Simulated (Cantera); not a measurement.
# Equilibrium for fluorocarbon and chlorocarbon gases: CH3Cl + H2

Input: 1 mol CH3Cl, 4.4 mol H2, equilibrated at 133 Pa.

Method: chemical equilibrium by Gibbs-energy minimisation in Cantera with the NASA 1993 tables (ideal gas, pure condensed phases). Candidate condensed phases: C, C6H6, C7H8, C8H18; 91 gas species. Kinetics and transport are ignored.

| T (K) | x H | x H2 | x HCl | x Cl | x C3 | n C(graphite) |
|---|---|---|---|---|---|---|
| 2223 | 0.148 | 0.707 | 0.124 | 0.0188 | 2.87e-6 | 0.971 |
| 2298 | 0.211 | 0.648 | 0.112 | 0.0262 | 1.21e-5 | 0.959 |
| 2373 | 0.290 | 0.575 | 0.0962 | 0.0347 | 4.63e-5 | 0.943 |
| 2448 | 0.382 | 0.491 | 0.0792 | 0.0438 | 0.000163 | 0.922 |
| 2523 | 0.481 | 0.399 | 0.0618 | 0.0526 | 0.000531 | 0.892 |
| 2598 | 0.578 | 0.308 | 0.0457 | 0.0602 | 0.00161 | 0.836 |
| 2673 | 0.665 | 0.224 | 0.0320 | 0.0660 | 0.00460 | 0.708 |
| 2748 | 0.731 | 0.155 | 0.0213 | 0.0697 | 0.0123 | 0.380 |
| 2823 | 0.778 | 0.103 | 0.0137 | 0.0715 | 0.0209 | 0 |
| 2898 | 0.815 | 0.0679 | 0.00886 | 0.0729 | 0.0197 | 0 |
x: gas mole fraction; n: condensed amount in mol.

From 2223 K to 2748 K the condensed part is C(graphite). From 2823 K to 2898 K nothing is condensed. The main C-bearing gas is C2H2 (acetylene) at 2223 K and C3 at 2898 K.
